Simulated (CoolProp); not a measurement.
Vapour-liquid equilibrium of R114 (1) + n-hexane (2) at 351.2 K; x and y are mole fractions of (1).

Model: multi-fluid Helmholtz-energy mixture model, Platzer 1990 and Thol 2019; pair parameters Bell 2016, in CoolProp. This equation is an older, rougher fit; its heat capacities, sound speeds and derivatives of the liquid may be far off and weren't checked against measurements.

| x | bubble pressure (bar) | y at the bubble point | dew pressure at overall composition x (bar) | liquid density (mol/L) |
|---|---|---|---|---|
| 0.05 | 1.893 | 0.308 | 1.413 | 7.034 |
| 0.15 | [?] | 0.574 | 1.568 | 7.082 |
| 0.25 | [?] | 0.696 | 1.760 | 7.129 |
| 0.35 | [?] | 0.768 | 2.004 | 7.173 |
| 0.45 | 5.241 | 0.818 | 2.323 | [?] |
| 0.55 | 5.899 | 0.857 | 2.757 | 7.256 |
| 0.65 | 6.535 | [?] | 3.378 | 7.295 |
| 0.75 | 7.171 | [?] | [?] | 7.332 |
| 0.85 | 7.831 | 0.951 | 5.771 | 7.370 |
| 0.95 | [?] | 0.983 | 7.803 | 7.408 |

What belongs in the gaps?


- 0.15, bubble pressure (bar): 2.886
- 0.25, bubble pressure (bar): 3.760
- 0.35, bubble pressure (bar): 4.537
- 0.45, liquid density (mol/L): 7.215
- 0.65, y at the bubble point: 0.890
- 0.75, y at the bubble point: 0.921
- 0.75, dew pressure at overall composition x (bar): 4.315
- 0.95, bubble pressure (bar): 8.535

No azeotrope shows between x = 0.05 and 0.95.

Pair parameters are fitted to limited data, so mixtures are less certain than the pure fluids.
